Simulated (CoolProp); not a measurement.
A simple Rankine cycle with ethanol: condensing at 324.15 K, boiler at 0.343 MPa, turbine inlet 391 K, turbine efficiency 0.65, pump efficiency 0.7, no recuperator. Each further row changes one setting.

Computed with CoolProp (reference Helmholtz-energy equation of state, Schroeder 2014).

```
case                             thermal efficiency (%)  net work (kJ/kg)  heat in (kJ/kg)  turbine exit temperature (K)  volume ratio over the turbine
-------------------------------  ----------------------  ----------------  ---------------  ----------------------------  -----------------------------
as stated                                           9.5              93.0              978                         324.1                           9.69
turbine inlet 411 K                                 9.6              98.0             1020                         343.2                           9.68
condensing temperature 316.15 K                    10.7               107              999                         316.2                           14.0
boiler pressure 0.24 MPa                            8.2              81.2              986                         333.5                           6.87
turbine efficiency 0.55                             8.0              78.6              978                         330.3                           9.94
```

The expansion ends wet for: as stated; condensing temperature 316.15 K.
